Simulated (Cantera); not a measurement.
## Low-pressure radical oxidation in H2/O2

A perfectly stirred reactor is fed with H2 : O2 = 0.034 : 1 (molar parts), at 10.00 Torr; it is held at 1125 K, and followed from long to short residence time.

Computed with Cantera and the H2/O2 subset of GRI-Mech 3.0, which has no nitrogen chemistry. Radical loss at walls, strong at low pressure, is not modelled.

```
τ (s)       x H2   x O2       x O   x H2O2    x HO2   x H2O
------  --------  -----  --------  -------  -------  ------
7.9      4.66e-5  0.966  0.000616  4.08e-8  6.99e-7  0.0332
3.9      7.07e-5  0.965  0.000972  4.69e-8  9.17e-7  0.0331
1.9     0.000107  0.965   0.00153  5.31e-8  1.18e-6  0.0330
0.96    0.000159  0.964   0.00234  5.90e-8  1.48e-6  0.0328
0.48    0.000237  0.963   0.00353  6.49e-8  1.82e-6  0.0326
0.24    0.000352  0.961   0.00520  7.10e-8  2.18e-6  0.0322
0.12    0.000526  0.958   0.00739  7.76e-8  2.55e-6  0.0316
0.058   0.000809  0.955    0.0101  8.62e-8  2.93e-6  0.0308
0.029    0.00124  0.952    0.0127  9.78e-8  3.26e-6  0.0297
0.014    0.00200  0.949    0.0147  1.16e-7  3.55e-6  0.0281
0.0071   0.00322  0.948    0.0154  1.42e-7  3.77e-6  0.0261
```
x: mole fraction; the columns are a selection and need not sum to one.
